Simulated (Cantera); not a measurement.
An isothermal, constant-pressure homogeneous reactor starts with C2H6 : N2 = 1 : 190 (molar parts), at 1250 K and 4500 Pa. Integrator tolerance rtol = 1e-08.

Cantera simulation using GRI-Mech 3.0 (53 species, 325 reactions); the numbers are that mechanism's predictions, not measurements. GRI-Mech 3.0 stops at C3 and has no aromatics, soot or wall deposition, so with more carbon than oxygen in the feed, carbon stays in small species such as C2H2 where larger ones or solid carbon would form. Radical loss at walls, strong at low pressure, is not modelled.

Problem. What does this change do: C2H6 1 to 3.9 parts?

Solution. 
| quantity | before | after |
|---|---|---|
| x(C2H6) at 9.00 s | 5.31e-8 (gas-phase equilibrium 6.20e-11) | 3.19e-7 (gas-phase equilibrium 7.71e-9) |
| x(HCN) at 9.00 s | 4.96e-8 (gas-phase equilibrium 0.00915) | 1.18e-8 (gas-phase equilibrium 0.0271) |
| x(H2) at 9.00 s | 0.00855 (gas-phase equilibrium 0.0103) | 0.0306 (gas-phase equilibrium 0.0378) |
| x(CH3) at 9.00 s | 3.35e-7 (gas-phase equilibrium 1.09e-8) | 7.26e-7 (gas-phase equilibrium 1.21e-7) |
| x(CH4) at 9.00 s | 0.000725 (gas-phase equilibrium 2.48e-5) | 0.00355 (gas-phase equilibrium 0.000530) |
| x(C2H2) at 9.00 s | 0.00409 (gas-phase equilibrium 0.000592) | 0.0147 (gas-phase equilibrium 0.00548) |

Problem. What does this change do: N2 190 to 130 parts?

Solution. 
| quantity | before | after |
|---|---|---|
| x(C2H6) at 9.00 s | 5.31e-8 (gas-phase equilibrium 6.20e-11) | 7.72e-8 (gas-phase equilibrium 2.52e-10) |
| x(HCN) at 9.00 s | 4.96e-8 (gas-phase equilibrium 0.00915) | 3.38e-8 (gas-phase equilibrium 0.0127) |
| x(H2) at 9.00 s | 0.00855 (gas-phase equilibrium 0.0103) | 0.0123 (gas-phase equilibrium 0.0149) |
| x(CH3) at 9.00 s | 3.35e-7 (gas-phase equilibrium 1.09e-8) | 3.93e-7 (gas-phase equilibrium 2.19e-8) |
| x(CH4) at 9.00 s | 0.000725 (gas-phase equilibrium 2.48e-5) | 0.00114 (gas-phase equilibrium 6.02e-5) |
| x(C2H2) at 9.00 s | 0.00409 (gas-phase equilibrium 0.000592) | 0.00586 (gas-phase equilibrium 0.00115) |
